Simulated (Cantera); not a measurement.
## Gas activation for diamond growth

A perfectly stirred reactor is fed with CH4 : H2 : H = 0.021 : 1 : 0.0023 (molar parts), at 0.0819 atm; it is held at 1900 K, and followed from long to short residence time.

Computed with Cantera and GRI-Mech 3.0 (53 species, 325 reactions). GRI-Mech 3.0 stops at C3 and has no aromatics, soot or wall deposition, so with more carbon than oxygen in the feed, carbon stays in small species such as C2H2 where larger ones or solid carbon would form.

```json
[
 {"τ (s)": "0.38", "x CH4": "0.00444", "x H2": "0.985", "x H": "0.00264", "x CH2": "7.39e-7", "x C2H6": "1.52e-7", "x C2H2": "0.00775"},
 {"τ (s)": "0.17", "x CH4": "0.00633", "x H2": "0.984", "x H": "0.00259", "x CH2": "1.00e-6", "x C2H6": "3.01e-7", "x C2H2": "0.00677"},
 {"τ (s)": "0.076", "x CH4": "0.00876", "x H2": "0.983", "x H": "0.00253", "x CH2": "1.30e-6", "x C2H6": "5.59e-7", "x C2H2": "0.00552"},
 {"τ (s)": "0.034", "x CH4": "0.0116", "x H2": "0.981", "x H": "0.00246", "x CH2": "1.59e-6", "x C2H6": "9.44e-7", "x C2H2": "0.00406"},
 {"τ (s)": "0.015", "x CH4": "0.0145", "x H2": "0.980", "x H": "0.00238", "x CH2": "1.82e-6", "x C2H6": "1.41e-6", "x C2H2": "0.00258"},
 {"τ (s)": "0.0069", "x CH4": "0.0167", "x H2": "0.979", "x H": "0.00227", "x CH2": "1.90e-6", "x C2H6": "1.77e-6", "x C2H2": "0.00143"},
 {"τ (s)": "0.0031", "x CH4": "0.0183", "x H2": "0.978", "x H": "0.00213", "x CH2": "1.82e-6", "x C2H6": "1.93e-6", "x C2H2": "0.000653"},
 {"τ (s)": "0.0014", "x CH4": "0.0192", "x H2": "0.978", "x H": "0.00196", "x CH2": "1.62e-6", "x C2H6": "1.87e-6", "x C2H2": "0.000253"},
 {"τ (s)": "0.00062", "x CH4": "0.0196", "x H2": "0.978", "x H": "0.00181", "x CH2": "1.41e-6", "x C2H6": "1.70e-6", "x C2H2": "8.26e-5"}
]
```
x: mole fraction; the columns are a selection and need not sum to one.
